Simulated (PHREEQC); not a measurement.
Make-up at 68 °C: 0.0051 mol HF and 0.024 mol NaF per kg of water. Closed to the air; pH follows from the charge balance.

The numbers come from PHREEQC with the ion-association model, wateq4f.dat.

```json
{
 "pH": "4.18",
 "ionic_strength": "0.0238 mol/kgw",
 "total_alkalinity": "-5.10 meq/kg"
}
```

```
species  molality  activity   log γ
-------  --------  --------  ------
Na+        0.0238    0.0203  -0.069
F-         0.0234    0.0198  -0.073
HF        0.00454   0.00456   0.002
HF2-     0.000468  0.000396  -0.073
NaF      0.000229  0.000231   0.002
H+        7.64e-5   6.67e-5  -0.058
H2F2      1.02e-5   1.02e-5   0.002
OH-       2.47e-9   2.09e-9  -0.073
```

Precipitation was switched off in this run. At this temperature some constants are extrapolated from 25 °C, and those without enthalpy data are left unchanged.
